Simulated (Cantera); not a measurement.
Standard-state values (1 bar) from the NASA 1993 polynomials, evaluated with Cantera. Values are per mole of reaction as written; species without (g) are pure solids or liquids, kept so even where they would boil at 1 bar.

Question: Between 300 and 2725 K, where is each reaction favourable under standard conditions?
- 3 OH(g) + 2 BF₃(g) + 3 H(g) = B₂O₃(g) + 6 HF(g)

Answer: 
- 3 OH(g) + 2 BF₃(g) + 3 H(g) = B₂O₃(g) + 6 HF(g): ΔG° is -949 kJ at 300 K and -679 kJ at 2725 K; it stays negative (K > 1). ΔH° is -1027 kJ and ΔS° -128 J/K at 2725 K.
